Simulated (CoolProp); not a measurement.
A simple Rankine cycle with n-butane: condensing at 297.15 K, boiler at 0.77 MPa, turbine inlet 381 K, turbine efficiency 0.8, pump efficiency 0.6, no recuperator. Each further row changes one setting.

Values from CoolProp's reference Helmholtz-energy equation of state, Bücker 2006.

| case | thermal efficiency (%) | net work (kJ/kg) | heat in (kJ/kg) | turbine exit temperature (K) | volume ratio over the turbine |
|---|---|---|---|---|---|
| as stated | 8.7 | 44.1 | 509 | 351.6 | 3.24 |
| turbine inlet 401 K | ___ | 47.3 | 554 | 372.1 | 3.22 |
| condensing temperature 289.15 K | 10.2 | 53.7 | 528 | 345.8 | 4.16 |
| boiler pressure 0.539 MPa | 6.2 | 32.1 | 516 | 361.2 | 2.25 |
| turbine efficiency 0.7 | ___ | 38.4 | 509 | 354.5 | ___ |

Task: What belongs in the gaps?

Result: 
- turbine inlet 401 K, thermal efficiency (%): 8.5
- turbine efficiency 0.7, thermal efficiency (%): 7.5
- turbine efficiency 0.7, volume ratio over the turbine: 3.27
